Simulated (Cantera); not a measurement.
**Thermodynamics of silicon epitaxy and polysilicon growth, feed Si3H8 + N2 + Cl2**

Input: 1 mol Si3H8, 14 mol N2, 0.0072 mol Cl2, equilibrated at 1698 K.

Equilibrium computed with Cantera from the NASA thermochemical tables; the gas is ideal and each condensed phase is pure. Candidate condensed phases: NH4Cl, Si, Si3N4; 28 gas species. The feed counts by its element totals alone. The tables' values for SiN are old estimates; treat these amounts as uncertain. The numbers say what is thermodynamically allowed, not how fast it happens.

| P (Pa) | log p N2 | log p H2 | log p H | log p HCl | log p Si | log p Si2N | log p SiH | log p SiN | n Si(l) | n Si3N4(s) |
|---|---|---|---|---|---|---|---|---|---|---|
| 100 | -3.11 | -3.66 | -5.67 | -6.11 | -6.18 | -7.69 | -7.82 | -7.95 | 2.99 | 0 |
| 460 | -2.46 | -2.94 | -5.31 | -5.39 | -6.42 | -7.85 | -7.70 | -7.87 | 0 | 0.999 |
| 2100 | -1.80 | -2.28 | -4.98 | -4.73 | -6.86 | -8.40 | -7.81 | -7.98 | 0 | 1.000 |
| 9600 | -1.14 | -1.62 | -4.65 | -4.06 | -7.30 | -8.95 | -7.92 | -8.09 | 0 | 1.000 |
| 44000 | -0.48 | -0.96 | -4.32 | -3.40 | -7.74 | -9.50 | -8.03 | -8.20 | 0 | 1.000 |
| 200000 | 0.18 | -0.30 | -3.99 | -2.75 | -8.18 | -10.05 | -8.14 | -8.31 | 0 | 1.000 |
log p: log10 of the partial pressure in bar; n: condensed amount in mol.

At 0.750 Torr the condensed part is Si(l). From 3.45 Torr to 1500 Torr the condensed part is Si3N4(s). The main Si-bearing gas is Si at 0.750 Torr and SiCl2 at 1500 Torr.
